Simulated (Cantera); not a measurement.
Charge: 1 mol Si, 0.16 mol N2O, 23 mol N2, held at 1000 Pa.

These are equilibrium values from Cantera (NASA tables, ideal gas, pure condensed phases), not measurements of a reactor. Candidate condensed phases: Si, SiO2, Si2N2O, Si3N4; 16 gas species. Mutual solubility and eutectic melting of coexisting phases are not modelled. The tables' values for SiN are old estimates; treat these amounts as uncertain. The numbers say what is thermodynamically allowed, not how fast it happens.

x: gas mole fraction; n: condensed amount in mol.

```json
[
 {"T (K)": "1323", "x N2": "1.00", "x Si": "1.79e-11", "x SiO": "2.91e-8", "x Si2N": "<1e-12", "n Si2N2O(s)": "0.160", "n Si3N4(s)": "0.227", "n Si(l)": "0"},
 {"T (K)": "1398", "x N2": "1.00", "x Si": "5.22e-10", "x SiO": "4.93e-7", "x Si2N": "<1e-12", "n Si2N2O(s)": "0.160", "n Si3N4(s)": "0.227", "n Si(l)": "0"},
 {"T (K)": "1473", "x N2": "1.000", "x Si": "1.08e-8", "x SiO": "6.22e-6", "x Si2N": "4.45e-11", "n Si2N2O(s)": "0.160", "n Si3N4(s)": "0.227", "n Si(l)": "0"},
 {"T (K)": "1548", "x N2": "1.000", "x Si": "1.65e-7", "x SiO": "6.10e-5", "x Si2N": "1.43e-9", "n Si2N2O(s)": "0.159", "n Si3N4(s)": "0.227", "n Si(l)": "0"},
 {"T (K)": "1623", "x N2": "1.000", "x Si": "1.96e-6", "x SiO": "0.000482", "x Si2N": "3.32e-8", "n Si2N2O(s)": "0.149", "n Si3N4(s)": "0.230", "n Si(l)": "0"},
 {"T (K)": "1698", "x N2": "0.997", "x Si": "___", "x SiO": "___", "x Si2N": "___", "n Si2N2O(s)": "___", "n Si3N4(s)": "0.250", "n Si(l)": "0"},
 {"T (K)": "1773", "x N2": "0.993", "x Si": "0.000146", "x SiO": "0.00703", "x Si2N": "7.93e-6", "n Si2N2O(s)": "0", "n Si3N4(s)": "0.279", "n Si(l)": "0"},
 {"T (K)": "1848", "x N2": "0.992", "x Si": "___", "x SiO": "0.00686", "x Si2N": "___", "n Si2N2O(s)": "0", "n Si3N4(s)": "0", "n Si(l)": "0.823"},
 {"T (K)": "1923", "x N2": "0.991", "x Si": "0.00170", "x SiO": "0.00685", "x Si2N": "7.53e-5", "n Si2N2O(s)": "0", "n Si3N4(s)": "0", "n Si(l)": "0.795"},
 {"T (K)": "1998", "x N2": "0.989", "x Si": "0.00425", "x SiO": "0.00683", "x Si2N": "0.000146", "n Si2N2O(s)": "0", "n Si3N4(s)": "0", "n Si(l)": "0.728"},
 {"T (K)": "2073", "x N2": "0.983", "x Si": "0.00997", "x SiO": "0.00679", "x Si2N": "0.000267", "n Si2N2O(s)": "0", "n Si3N4(s)": "0", "n Si(l)": "0.580"}
]
```

Q: What belongs in the gaps?

A: 
- 1698, x Si: 1.86e-5
- 1698, x SiO: 0.00316
- 1698, x Si2N: 5.81e-7
- 1698, n Si2N2O(s): 0.0884
- 1848, x Si: 0.000627
- 1848, x Si2N: 3.68e-5
